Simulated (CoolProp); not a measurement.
Vapour-liquid equilibrium of acetone (1) + methanol (2) at 0.928 bar; x and y are mole fractions of (1).

Computed with CoolProp (multi-fluid Helmholtz-energy mixture model, Lemmon 2006 and de Reuck 1993; pair parameters Bell 2016).

Question: Give the bubble temperature and the first vapour's composition at x = 0.35, 0.65, 0.8. Is there an azeotrope?

Answer: x = 0.35: 55.3 °C, y = 0.463; x = 0.65: 53.3 °C, y = 0.685; x = 0.8: 53.0 °C, y = 0.802. y crosses x between x = 0.8 and 0.95: the model has an azeotrope there.

Pair parameters are fitted to limited data, so mixtures are less certain than the pure fluids.
